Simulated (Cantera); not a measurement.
An isothermal, constant-pressure homogeneous reactor starts with CH₄ : H₂ = 1 : 60 (molar parts), at 1248 K and 0.105 Torr. Integrator tolerance rtol = 1e-08.

Detailed kinetics in Cantera: GRI-Mech 3.0 (53 species, 325 reactions). GRI-Mech 3.0 stops at C3 and has no aromatics, soot or wall deposition, so with more carbon than oxygen in the feed, carbon stays in small species such as C2H2 where larger ones or solid carbon would form. Radical loss at walls, strong at low pressure, is not modelled.

**Question.** What does this change do: temperature 1248 to 1975 K?

**Answer.** 
```json
[
 {"quantity": "x(CH₄) at 20.0 s", "before": "0.0164 (gas-phase equilibrium 0.000275)", "after": "0.000950 (gas-phase equilibrium 1.80e-7)"},
 {"quantity": "x(H₂) at 20.0 s", "before": "0.984 (gas-phase equilibrium 0.992)", "after": "0.980 (gas-phase equilibrium 0.883)"},
 {"quantity": "x(CH₃) at 20.0 s", "before": "2.98e-8 (gas-phase equilibrium 2.12e-7)", "after": "0.000223 (gas-phase equilibrium 4.40e-7)"},
 {"quantity": "x(C₂H₂) at 20.0 s", "before": "<1e-12 (gas-phase equilibrium 0.00792)", "after": "0.00744 (gas-phase equilibrium 0.00761)"},
 {"quantity": "x(H) at 20.0 s", "before": "9.22e-8 (gas-phase equilibrium 3.96e-5)", "after": "0.0116 (gas-phase equilibrium 0.109)"},
 {"quantity": "x(CH₂) at 20.0 s", "before": "<1e-12 (gas-phase equilibrium 4.70e-12)", "after": "3.25e-6 (gas-phase equilibrium 6.95e-8)"},
 {"quantity": "x(C₂H₆) at 20.0 s", "before": "<1e-12 (gas-phase equilibrium 7.80e-11)", "after": "4.29e-9 (gas-phase equilibrium <1e-12)"}
]
```
